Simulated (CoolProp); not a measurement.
Hydrogen chloride along the isobar 603 kPa: Z from the reference equation and from simpler models built on Tc = 51.5 °C, pc = 8314 kPa, ω = 0.130; each cubic takes its own stable root.

The numbers come from the reference Helmholtz-energy equation of state, Thol 2018 in CoolProp.

```json
[
 {"T (°C)": "-56.95", "phase": "liquid", "reference": "0.01099"},
 {"T (°C)": "-49.35", "phase": "liquid", "reference": "0.01083"},
 {"T (°C)": "-41.75", "phase": "gas", "reference": "0.9106"},
 {"T (°C)": "-34.15", "phase": "gas", "reference": "0.9210"},
 {"T (°C)": "-26.55", "phase": "gas", "reference": "0.9297"},
 {"T (°C)": "-18.95", "phase": "gas", "reference": "0.9371"},
 {"T (°C)": "-11.35", "phase": "gas", "reference": "0.9434"},
 {"T (°C)": "-3.75", "phase": "gas", "reference": "0.9488"},
 {"T (°C)": "3.75", "phase": "gas", "reference": "0.9535"},
 {"T (°C)": "11.35", "phase": "gas", "reference": "0.9576"},
 {"T (°C)": "18.95", "phase": "gas", "reference": "0.9611"},
 {"T (°C)": "26.55", "phase": "gas", "reference": "0.9643"},
 {"T (°C)": "34.15", "phase": "gas", "reference": "0.9671"}
]
```

**Question.** How far does each simpler model (van der Waals, Redlich-Kwong, Soave-Redlich-Kwong, Peng-Robinson) lie from the reference over these 13 states: mean and median of the absolute difference, and the worst?

**Answer.** 
- van der Waals: mean 1317.2 %, median 2.1 %, worst +8635.0 % at -49.35 °C and 603 kPa
- Redlich-Kwong: mean 652.0 %, median 1.0 %, worst +8449.4 % at -49.35 °C and 603 kPa
- Soave-Redlich-Kwong: mean 2.9 %, median 0.8 %, worst +14.3 % at -49.35 °C and 603 kPa
- Peng-Robinson: mean 0.6 %, median 0.5 %, worst +1.7 % at -41.75 °C and 603 kPa

At some of these states van der Waals, Redlich-Kwong gives the other phase, because its saturation line lies elsewhere.
